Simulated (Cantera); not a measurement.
A perfectly stirred reactor is fed with 2.17 % CH4, 90.2 % H2, 0.0135 % N2, 7.58 % H2O, at 0.200 bar; it is held at 2200 K, and followed from long to short residence time.

Model: GRI-Mech 3.0 (53 species, 325 reactions), integrated in Cantera.

One state of this run: x CH4 = 0.00173; x H2 = 0.913; x C2H = 7.03e-7; x CH3 = 0.000381; x C2H2 = 0.00176. x: mole fraction; the columns are a selection and need not sum to one.

Which value of τ (s) does it belong to?
A. 2.0
B. 0.0015
C. 0.033
D. 0.012

C, 0.033
